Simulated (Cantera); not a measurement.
Cantera with NASA thermochemical tables; ideal gases at 1 bar, condensed phases pure. Values are per mole of reaction as written; species without (g) are pure solids or liquids, kept so even where they would boil at 1 bar.

Task: Between 1375 and 1750 K, where is each reaction favourable under standard conditions?
- H₂(g) + 2 CaO = 2 Ca + 2 OH(g)

Result: 
- H₂(g) + 2 CaO = 2 Ca + 2 OH(g): ΔG° is 1015 kJ at 1375 K and 922 kJ at 1750 K; it stays positive (K < 1). ΔH° is 1358 kJ and ΔS° 249 J/K at 1750 K.
